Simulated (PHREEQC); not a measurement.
Dissolve 13 mmol/kgw HBr and 0.12 mmol/kgw MgCl2 at 36 °C. Closed to the air; pH follows from the charge balance.

Computed with PHREEQC (Pitzer model, pitzer.dat).

Each row changes one thing in this solution. This is a speciation only: nothing precipitates in the calculation.

```json
[
 {"case": "as made", "pH": "1.93", "ionic strength (mol/kgw)": "0.0134", "SI of Bischofite (MgCl2:6H2O)": "-15.93", "SI of MgCl2_4H2O (MgCl2:4H2O)": "-18.23"},
 {"case": "MgCl2 from 0.00012 to 0.00018 mol/kgw", "pH": "1.93", "ionic strength (mol/kgw)": "0.0135", "SI of Bischofite (MgCl2:6H2O)": "-15.40", "SI of MgCl2_4H2O (MgCl2:4H2O)": "-17.70"},
 {"case": "0.011 mol/kgw K2SO4 added", "pH": "2.12", "ionic strength (mol/kgw)": "0.0387", "SI of Bischofite (MgCl2:6H2O)": "-16.17", "SI of MgCl2_4H2O (MgCl2:4H2O)": "-18.47"},
 {"case": "diluted 10-fold with water", "pH": "2.90", "ionic strength (mol/kgw)": "0.00134", "SI of Bischofite (MgCl2:6H2O)": "-18.73", "SI of MgCl2_4H2O (MgCl2:4H2O)": "-21.03"},
 {"case": "MgCl2 from 0.00012 to 6e-05 mol/kgw", "pH": "1.93", "ionic strength (mol/kgw)": "0.0132", "SI of Bischofite (MgCl2:6H2O)": "-16.83", "SI of MgCl2_4H2O (MgCl2:4H2O)": "-19.13"}
]
```

At this temperature some constants are extrapolated from 25 °C, and those without enthalpy data are left unchanged.
